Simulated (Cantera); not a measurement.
Mixture: 12.2 % CH3OH, 12.2 % O2, 75.6 % N2, equivalence ratio 1.5, at 1.00 atm, adiabatic and at constant pressure. Ignition delay is the time to a rise of 400 K.

Computed with Cantera and GRI-Mech 3.0 (53 species, 325 reactions). GRI-Mech 3.0 was tuned for natural gas; its chemistry of methanol as a main component is partial and can be far from experiment.

Q: Predict: delay at 1100 K; delay at 1200 K; delay at 1300 K; delay at 1400 K; delay at 1500 K; delay at 1600 K; delay at 1700 K; apparent activation energy between 1500 and 1700 K.

A: 
```json
{
 "delay at 1100 K": "59.1 ms",
 "delay at 1200 K": "9.71 ms",
 "delay at 1300 K": "2.18 ms",
 "delay at 1400 K": "0.636 ms",
 "delay at 1500 K": "0.232 ms",
 "delay at 1600 K": "0.102 ms",
 "delay at 1700 K": "51.5 µs",
 "apparent activation energy between 1500 and 1700 K": "160 kJ/mol"
}
```
